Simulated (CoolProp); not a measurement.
The fluid at 298.15 K and 0.193 MPa flows at 2 m/s in a round tube of 6 mm bore and 45 µm roughness, fully developed (64/Re and Nu = 3.66 if laminar; Colebrook and Gnielinski if turbulent). The same conditions are run with several fluids, on thermodynamics alone (safety and materials aside).

Computed with CoolProp (reference Helmholtz-energy equation of state of each fluid (sulfur hexafluoride: Guder 2009; R407C: Lemmon 2003; R143a: Lemmon and Jacobsen 2000; R124: de Vries 1995; R152A: Outcalt 1996)). Blends and air are pseudo-pure fits.

```json
[
 {"fluid": "sulfur hexafluoride", "Reynolds number": "9160", "Darcy friction factor": "___", "pressure drop (Pa/m)": "159", "heat-transfer coefficient (W/(m² K))": "82.4", "mass flow (kg/h)": "2.37"},
 {"fluid": "R407C", "Reynolds number": "6780", "Darcy friction factor": "0.0427", "pressure drop (Pa/m)": "___", "heat-transfer coefficient (W/(m² K))": "62.6", "mass flow (kg/h)": "1.41"},
 {"fluid": "R143a", "Reynolds number": "7290", "Darcy friction factor": "0.0423", "pressure drop (Pa/m)": "___", "heat-transfer coefficient (W/(m² K))": "___", "mass flow (kg/h)": "1.38"},
 {"fluid": "R124", "Reynolds number": "___", "Darcy friction factor": "___", "pressure drop (Pa/m)": "150", "heat-transfer coefficient (W/(m² K))": "92.2", "mass flow (kg/h)": "2.28"},
 {"fluid": "R152A", "Reynolds number": "5780", "Darcy friction factor": "0.0439", "pressure drop (Pa/m)": "78.5", "heat-transfer coefficient (W/(m² K))": "58.4", "mass flow (kg/h)": "1.09"}
]
```

Fill in the missing entries.


- sulfur hexafluoride, Darcy friction factor: 0.0409
- R407C, pressure drop (Pa/m): 98.7
- R143a, pressure drop (Pa/m): 95.3
- R143a, heat-transfer coefficient (W/(m² K)): 72.7
- R124, Reynolds number: 10400
- R124, Darcy friction factor: 0.0403

Transport values come from each fluid's own correlations; those of R143a, R124, R152A are estimates that may be off by 10 % or more.
